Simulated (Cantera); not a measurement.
**Adiabatic ignition**

An adiabatic, constant-pressure homogeneous reactor starts with 12.6 % H₂, 17.0 % O₂, 63.8 % N₂, 6.66 % CO₂, equivalence ratio 0.37, at 1175 K and 5.80 bar.

Cantera simulation using GRI-Mech 3.0 (53 species, 325 reactions); the numbers are that mechanism's predictions, not measurements. The hydrogen kinetics of GRI-Mech 3.0 are dated; newer H2 mechanisms differ, most at raised pressure.

```csv
t (s),T (K),x H₂,x O₂,x H,x O,x H₂O,x H₂O₂
7.00e-6,1175,0.126,0.170,4.64e-8,1.77e-8,3.62e-7,2.80e-9
1.90e-5,1175,0.126,0.170,9.36e-7,3.60e-7,1.15e-5,1.61e-7
5.13e-5,1985,0.000623,0.114,0.000202,0.00115,0.131,6.60e-7
0.000139,2027,7.99e-5,0.114,9.65e-6,0.000152,0.133,2.39e-7
0.000377,2029,5.94e-5,0.114,6.39e-6,0.000118,0.133,2.21e-7
0.00102,2029,5.93e-5,0.114,6.38e-6,0.000117,0.133,2.21e-7
0.00276,2029,5.93e-5,0.114,6.37e-6,0.000117,0.133,2.21e-7
0.00748,2029,5.92e-5,0.114,6.37e-6,0.000117,0.133,2.21e-7
0.0203,2029,5.92e-5,0.113,6.36e-6,0.000117,0.133,2.21e-7
0.0549,2029,5.90e-5,0.113,6.34e-6,0.000117,0.133,2.20e-7
0.149,2028,5.86e-5,0.113,6.27e-6,0.000116,0.133,2.19e-7
0.403,2025,5.77e-5,0.113,6.12e-6,0.000113,0.133,2.17e-7
1.09,2021,5.62e-5,0.112,5.86e-6,0.000109,0.133,2.13e-7
2.95,2018,5.51e-5,0.111,5.69e-6,0.000107,0.133,2.10e-7
8.00,2017,5.50e-5,0.111,5.68e-6,0.000106,0.133,2.10e-7
```
x: mole fraction; the columns are a selection and need not sum to one.

```yaml
time_of_steepest_temperature_rise: 40.3 µs
temperature at 8.00 s: 2017 K
equilibrium_temperature: 2017 K
x(H₂) at 8.00 s: 5.50e-5 (gas-phase equilibrium 5.50e-5)
x(O₂) at 8.00 s: 0.111 (gas-phase equilibrium 0.111)
x(H) at 8.00 s: 5.68e-6 (gas-phase equilibrium 5.68e-6)
```
